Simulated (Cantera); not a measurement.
An isothermal plug-flow reactor at 548 K and 278 Torr (inlet), inlet velocity 0.08 m/s, active area per volume 6500 1/m; feed 0.289 % CO, 4.58 % O2, 95.1 % N2.

Detailed kinetics in Cantera: Deutschmann's 1995 Pt surface mechanism with GRI-Mech 3.0 gas chemistry. Catalytic surfaces can have several steady states; this one follows from the mechanism file's or the stated starting coverage. Mass transfer to the wall is taken as infinitely fast.

One state of this run: x CO = 0.00222; x O2 = 0.0454; x H2O = <1e-12; x CO2 = 0.000675; θ free Pt = 0.000867; θ O* = 0.999. x: gas mole fraction; θ: surface coverage.

**Question.** Which value of z (m) does it belong to?
A. 0.00045
B. 0.0021
C. 0.0045
D. 0.0097

**Answer.** D, 0.0097
